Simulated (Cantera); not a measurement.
# NO annealing gas

An isothermal, constant-pressure homogeneous reactor starts with NO : N2 = 1 : 1.7 (molar parts), at 2223 K and 180000 Pa.

Cantera simulation using GRI-Mech 3.0 (53 species, 325 reactions); the numbers are that mechanism's predictions, not measurements.

| t (s) | x NO | x O | x NO2 | x O2 | x N2O |
|---|---|---|---|---|---|
| 3.00e-5 | 0.370 | 3.11e-5 | 1.30e-5 | 1.40e-6 | 2.94e-5 |
| 8.66e-5 | 0.370 | 9.60e-5 | 4.83e-5 | 1.59e-5 | 5.79e-5 |
| 0.000250 | 0.369 | 0.000213 | 0.000112 | 0.000187 | 7.46e-5 |
| 0.000721 | 0.368 | 0.000246 | 0.000130 | 0.00102 | 7.45e-5 |
| 0.00208 | 0.363 | 0.000271 | 0.000142 | 0.00351 | 7.22e-5 |
| 0.00600 | 0.348 | 0.000334 | 0.000171 | 0.0108 | 6.59e-5 |
| 0.0173 | 0.306 | 0.000471 | 0.000215 | 0.0318 | 4.99e-5 |
| 0.0500 | 0.203 | 0.000698 | 0.000216 | 0.0829 | 2.17e-5 |
| 0.144 | 0.0674 | 0.000916 | 9.48e-5 | 0.151 | 3.03e-6 |
| 0.416 | 0.0159 | 0.000985 | 2.41e-5 | 0.177 | 9.83e-7 |
| 1.20 | 0.0125 | 0.000989 | 1.90e-5 | 0.178 | 9.41e-7 |
| 3.47 | 0.0125 | 0.000989 | 1.90e-5 | 0.178 | 9.41e-7 |
| 10.0 | 0.0125 | 0.000989 | 1.90e-5 | 0.178 | 9.41e-7 |
x: mole fraction; the columns are a selection and need not sum to one.

Equilibrium at this temperature and pressure: NO 0.0125, O 0.000989, NO2 1.90e-5, O2 0.178, N2O 9.41e-7 (gas phase only).
